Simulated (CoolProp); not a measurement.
Saturation properties of chlorine.

Computed with CoolProp (reference Helmholtz-energy equation of state, Thol 2021).

```
T (K)  p (kPa)  liquid density (kg/m³)  vapour density (kg/m³)  enthalpy of vaporisation (kJ/kg)  liquid cp (kJ/(kg K))
-----  -------  ----------------------  ----------------------  --------------------------------  ---------------------
200.4    12.55                    1669                  0.5371                             307.8                 0.9393
213.8    28.46                    1633                   1.147                             300.8                 0.9377
227.1    57.60                    1597                   2.202                             293.7                 0.9382
240.4    106.8                    1560                   3.896                             286.3                 0.9411
253.8    185.0                    1523                   6.477                             278.4                 0.9470
267.1    300.4                    1485                   10.16                             270.1                 0.9561
280.4    463.8                    1447                   15.26                             261.1                 0.9689
293.8    688.1                    1406                   22.17                             251.3                 0.9861
307.1    981.5                    1364                   31.16                             240.7                  1.008
320.4     1357                    1321                   42.76                             229.0                  1.037
333.8     1829                    1274                   57.71                             216.0                  1.075
347.1     2404                    1224                   76.58                             201.5                  1.126
360.4     3095                    1169                   100.7                             185.2                  1.199
373.8     3921                    1106                   132.3                             166.2                  1.313
```

It boils at 239.2 K under 1 atm.
